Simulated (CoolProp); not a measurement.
Vapour-liquid equilibrium of propylene (1) + R134a (2) at 218.3 K; x and y are mole fractions of (1).

Model: multi-fluid Helmholtz-energy mixture model, Lemmon 2013 and Tillner-Roth 1994; pair parameters Bell 2016, in CoolProp.

Give the bubble pressure and the first vapour's composition at x = 0.25, 0.55, 0.65. Is there an azeotrope?

x = 0.25: 0.5979 bar, y = 0.695; x = 0.55: 0.7041 bar, y = 0.779; x = 0.65: 0.7186 bar, y = 0.796. y crosses x between x = 0.85 and 0.95: the model has an azeotrope there.

The pair parameters rest on a limited set of measurements; away from them the model extrapolates. With so large a gap from Raoult's law the liquid may split in two, which this calculation doesn't test in full.
